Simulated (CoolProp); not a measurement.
Vapour-liquid equilibrium of R134a (1) + methanol (2) at 0.32 MPa; x and y are mole fractions of (1).

Values from CoolProp's multi-fluid Helmholtz-energy mixture model, Tillner-Roth 1994 and de Reuck 1993; pair parameters Bell 2016.

```csv
x,bubble temperature (°C),y at the bubble point,dew temperature at overall composition x (°C),liquid density (mol/L)
0.05,60.8,0.725,95.2,22.57
0.125,35.7,0.910,92.6,22.05
0.2,25.9,0.946,89.9,21.15
0.275,21.1,0.959,87.0,20.17
0.35,18.3,0.966,83.8,19.20
0.425,16.3,0.970,80.3,18.27
0.5,14.6,0.974,76.4,17.39
0.575,13.0,0.977,72.0,16.55
0.65,11.4,0.980,66.9,15.76
0.725,9.7,0.984,60.8,15.02
0.8,7.9,0.988,53.2,14.31
0.875,6.0,0.992,42.6,13.65
0.95,3.9,0.997,24.6,13.01
```

No azeotrope shows between x = 0.05 and 0.95.

Pair parameters are fitted to limited data, so mixtures are less certain than the pure fluids. With so large a gap from Raoult's law the liquid may split in two, which this calculation doesn't test in full.
